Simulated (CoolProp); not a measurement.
Saturation properties of CHF3 (R23) (Tc = 299.3 K, pc = 4.832 MPa, ω = 0.263).

The numbers come from the reference Helmholtz-energy equation of state, Penoncello 2003 in CoolProp.

| T (K) | p (MPa) | enthalpy of vaporisation (kJ/kg) | liquid cp (kJ/(kg K)) | vapour Z | vapour viscosity (µPa s) |
|---|---|---|---|---|---|
| 197 | 0.1406 | [?] | 1.249 | 0.9475 | 9.79 |
| 200 | 0.1649 | 231.9 | 1.255 | 0.9419 | 9.95 |
| 203.1 | 0.1932 | 229.2 | 1.262 | 0.9356 | 10.1 |
| 206.2 | [?] | 226.4 | 1.270 | 0.9290 | 10.3 |
| 209.2 | 0.2600 | 223.7 | 1.278 | 0.9222 | 10.5 |
| 212.3 | 0.3001 | 220.8 | 1.287 | 0.9146 | 10.6 |
| 215.3 | 0.3433 | 217.9 | 1.296 | 0.9069 | 10.8 |
| 218.4 | 0.3928 | 214.8 | 1.307 | 0.8985 | 11.0 |
| 221.5 | 0.4475 | 211.7 | 1.318 | 0.8895 | 11.1 |
| 224.5 | 0.5058 | [?] | 1.330 | 0.8804 | 11.3 |
| 227.6 | [?] | 205.2 | 1.344 | 0.8705 | 11.5 |
| 230.7 | 0.6445 | 201.8 | 1.358 | 0.8600 | 11.7 |
| 233.7 | 0.7211 | 198.4 | 1.374 | 0.8494 | 11.8 |
| 236.8 | 0.8072 | 194.7 | 1.391 | 0.8378 | 12.0 |
| 239.8 | 0.8976 | 191.0 | 1.409 | 0.8261 | 12.2 |

### Question
Some entries are withheld; supply them.

### Answer

- 197, enthalpy of vaporisation (kJ/kg): 234.5
- 206.2, p (MPa): 0.2252
- 224.5, enthalpy of vaporisation (kJ/kg): 208.6
- 227.6, p (MPa): 0.5720

It boils at 191.1 K under 1 atm.

Viscosity comes from a separate model (Shan 2000).
